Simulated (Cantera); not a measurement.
Cantera run, input and output.

```python
import numpy as np
import cantera as ct

gas = ct.Solution("gri30.yaml")
gas.TPX = 1475, 500000, {'CH4': 1, 'H2O': 0.99, 'H2': 0.65}
reactor = ct.IdealGasConstPressureReactor(gas, energy="off", clone=False)
net = ct.ReactorNet([reactor])
net.rtol, net.atol = 1e-08, 1e-18
show = ['CH4', 'H2O', 'H2', 'C2H6', 'H', 'C2H', 'C2H4']
times = np.geomspace(1e-06, 300, 13)

steps = ct.SolutionArray(gas, extra=["t"])
rows = []
print(f"{'t/s':>10s}{'T/K':>9s}{'P/Pa':>11s}" + "".join(f"{s:>11s}" for s in show))
for t in times:
    while net.time < t:
        t_next = net.step()
        steps.append(gas.state, t=t_next)
    rows.append([np.interp(t, steps.t, y) for y in (steps.T, steps.P, *steps(*show).X.T)])
    print(f"{t:10.3e}{rows[-1][0]:9.1f}{rows[-1][1]:11.4g}" + "".join(f"{x:11.3e}" for x in rows[-1][2:]))
rate = np.gradient(steps.T, steps.t)
print("integrator steps:", len(steps.t))
if steps.T.max() > steps.T[0] + 200:
    print(f"time of steepest temperature rise: {steps.t[rate.argmax()]:.4e} s")
gas.TPX = 1475, 500000, {'CH4': 1, 'H2O': 0.99, 'H2': 0.65}
gas.equilibrate("TP")
print(f"equilibrium (TP): T = {gas.T:.1f} K  " + "  ".join(f"{s} {gas[s].X[0]:.3e}" for s in show))
```

It prints:

```
       t/s      T/K       P/Pa        CH4        H2O         H2       C2H6          H        C2H       C2H4
 1.000e-06   1475.0      5e+05  3.788e-01  3.750e-01  2.462e-01  7.140e-11  4.408e-08  2.022e-27  2.036e-12
 5.087e-06   1475.0      5e+05  3.788e-01  3.750e-01  2.462e-01  9.626e-09  1.709e-07  1.277e-23  4.651e-10
 2.587e-05   1475.0      5e+05  3.788e-01  3.750e-01  2.462e-01  1.105e-06  7.331e-07  7.042e-20  6.275e-08
 1.316e-04   1475.0      5e+05  3.787e-01  3.750e-01  2.463e-01  3.387e-05  1.366e-06  6.516e-17  2.914e-06
 6.694e-04   1475.0      5e+05  3.782e-01  3.750e-01  2.465e-01  1.921e-04  1.580e-06  8.940e-15  5.625e-05
 3.405e-03   1475.0      5e+05  3.759e-01  3.746e-01  2.482e-01  4.037e-04  1.838e-06  8.897e-13  7.528e-04
 1.732e-02   1475.0      5e+05  3.641e-01  3.721e-01  2.578e-01  4.098e-04  1.946e-06  2.437e-11  3.416e-03
 8.810e-02   1475.0      5e+05  3.152e-01  3.601e-01  3.001e-01  3.704e-04  2.365e-06  1.803e-10  9.591e-03
 4.481e-01   1475.0      5e+05  2.365e-01  3.370e-01  3.706e-01  4.219e-04  3.462e-06  4.629e-10  2.093e-02
 2.280e+00   1475.0      5e+05  2.265e-01  3.066e-01  4.011e-01  3.893e-04  3.693e-06  3.736e-10  1.844e-02
 1.159e+01   1475.0      5e+05  2.023e-01  2.343e-01  4.737e-01  2.630e-04  4.011e-06  1.667e-10  1.056e-02
 5.898e+01   1475.0      5e+05  1.439e-01  1.440e-01  5.816e-01  1.088e-04  4.448e-06  4.145e-11  3.567e-03
 3.000e+02   1475.0      5e+05  7.822e-02  7.170e-02  6.797e-01  2.758e-05  4.812e-06  7.132e-12  7.742e-04
integrator steps: 1358
equilibrium (TP): T = 1475.0 K  CH4 5.268e-03  H2O 2.794e-03  H2 7.794e-01  C2H6 1.093e-07  H 5.156e-06  C2H 2.010e-14  C2H4 2.677e-06
```

Model: GRI-Mech 3.0 (53 species, 325 reactions), integrated in Cantera.
